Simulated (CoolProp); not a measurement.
n-octane along the isotherm 424.7 K: fugacity coefficient from the reference equation and from simpler models built on Tc = 568.7 K, pc = 2.484 MPa, ω = 0.398; each cubic takes its own stable root.

Model: reference Helmholtz-energy equation of state, Beckmüller 2019, in CoolProp.

```tsv
p (MPa)	phase	reference
0.0955	gas	0.9604
0.191	gas	0.9208
0.287	liquid	0.6351
0.382	liquid	0.4797
0.478	liquid	0.3854
0.573	liquid	0.3232
0.669	liquid	0.2783
0.764	liquid	0.2450
0.86	liquid	0.2188
0.955	liquid	0.1980
1.05	liquid	0.1811
1.15	liquid	0.1662
1.24	liquid	0.1549
```

Problem. How far does each simpler model (van der Waals, Redlich-Kwong, Soave-Redlich-Kwong, Peng-Robinson) lie from the reference over these 13 states: mean and median of the absolute difference, and the worst?

Solution. 
- van der Waals: mean 147.4 %, median 202.0 %, worst +215.7 % at 424.7 K and 1.24 MPa
- Redlich-Kwong: mean 64.0 %, median 78.2 %, worst +79.6 % at 424.7 K and 1.24 MPa
- Soave-Redlich-Kwong: mean 2.1 %, median 2.2 %, worst +2.8 % at 424.7 K and 1.24 MPa
- Peng-Robinson: mean 0.8 %, median 0.9 %, worst +1.0 % at 424.7 K and 1.24 MPa

At some of these states van der Waals, Redlich-Kwong gives the other phase, because its saturation line lies elsewhere.
